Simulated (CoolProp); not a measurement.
Chlorine along the isotherm 406.9 K: density (kg/m³) from the reference equation and from simpler models built on Tc = 416.9 K, pc = 7.642 MPa, ω = 0.070; each cubic takes its own stable root.

The numbers come from the reference Helmholtz-energy equation of state, Thol 2021 in CoolProp.

```json
[
 {"p (MPa)": "0.0632", "phase": "gas", "reference": "1.328", "van der Waals": "1.328", "Redlich-Kwong": "1.329"},
 {"p (MPa)": "0.144", "phase": "gas", "reference": "3.038", "van der Waals": "3.036", "Redlich-Kwong": "3.039"},
 {"p (MPa)": "0.328", "phase": "gas", "reference": "6.979", "van der Waals": "6.970", "Redlich-Kwong": "6.985"},
 {"p (MPa)": "0.746", "phase": "gas", "reference": "16.19", "van der Waals": "16.14", "Redlich-Kwong": "16.23"},
 {"p (MPa)": "1.7", "phase": "gas", "reference": "38.79", "van der Waals": "38.51", "Redlich-Kwong": "38.99"},
 {"p (MPa)": "3.86", "phase": "gas", "reference": "102.1", "van der Waals": "99.77", "Redlich-Kwong": "103.2"},
 {"p (MPa)": "8.79", "phase": "liquid", "reference": "971.6", "van der Waals": "648.5", "Redlich-Kwong": "807.4"},
 {"p (MPa)": "20", "phase": "liquid", "reference": "1110", "van der Waals": "790.0", "Redlich-Kwong": "1000"}
]
```
